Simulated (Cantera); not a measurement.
A closed system holds: 1 mol CH2F2, 0.076 mol HCl, equilibrated at 3200 °C and 0.0400 bar.

These are equilibrium values from Cantera (NASA tables, ideal gas, pure condensed phases), not measurements of a reactor. Candidate condensed phases: C, C6H6, C7H8, C8H18; 118 gas species. The numbers say what is thermodynamically allowed, not how fast it happens.

Base state: HF 0.414, H 0.220, F 0.188, C3 0.0707, C 0.0303, CF 0.0248, Cl 0.0229, C2 0.0160 (mole fractions); condensed: gas only.

What changes in the equilibrium state with this change: HCl from 0.076 to 1.8 mol?


```
species    before    after
-------  --------  -------
H           0.220    0.318
Cl         0.0229    0.267
HF          0.414    0.234
F           0.188   0.0736
HCl      0.000984   0.0166
CF         0.0248  0.00750
C3         0.0707   0.0329
H2        0.00630   0.0131
C2         0.0160  0.00960
C          0.0303   0.0234
C2HCl     1.71e-6  1.73e-5
CCl       5.57e-6  5.04e-5
```
The tables' values for CCl are old estimates; treat these amounts as uncertain.

What changes in the equilibrium state with this change: temperature from 3200 °C to 2475 °C?


```json
[
 {"species": "HF", "before": "0.414", "after": "0.914"},
 {"species": "H", "before": "0.220", "after": "0.0278"},
 {"species": "Cl", "before": "0.0229", "after": "0.0262"},
 {"species": "F", "before": "0.188", "after": "0.0142"},
 {"species": "C2", "before": "0.0160", "after": "3.97e-5"},
 {"species": "C", "before": "0.0303", "after": "9.23e-5"},
 {"species": "C3", "before": "0.0707", "after": "0.000411"},
 {"species": "CF", "before": "0.0248", "after": "0.000927"},
 {"species": "C4", "before": "0.000382", "after": "6.36e-7"},
 {"species": "C5", "before": "0.00108", "after": "3.27e-6"},
 {"species": "CH", "before": "0.000110", "after": "1.07e-6"},
 {"species": "C2H", "before": "0.00331", "after": "8.98e-5"},
 {"species": "HCl", "before": "0.000984", "after": "0.00912"},
 {"species": "C(graphite), mol", "before": "0", "after": "0.993"}
]
```

What changes in the equilibrium state with this change: temperature from 3200 °C to 850 °C?


| species | before | after |
|---|---|---|
| HF | 0.414 | 0.963 |
| HCl | 0.000984 | 0.0366 |
| Cl | 0.0229 | 4.24e-6 |
| H | 0.220 | <1e-9 |
| F | 0.188 | <1e-9 |
| C3 | 0.0707 | <1e-9 |
| C | 0.0303 | <1e-9 |
| CF | 0.0248 | <1e-9 |
| C2 | 0.0160 | <1e-9 |
| C2H | 0.00331 | <1e-9 |
| C5 | 0.00108 | <1e-9 |
| CF2 | 0.000557 | <1e-9 |
| C4 | 0.000382 | <1e-9 |
| C2H2 (acetylene) | 0.000309 | <1e-9 |
| C(graphite), mol | 0 | 1.00 |
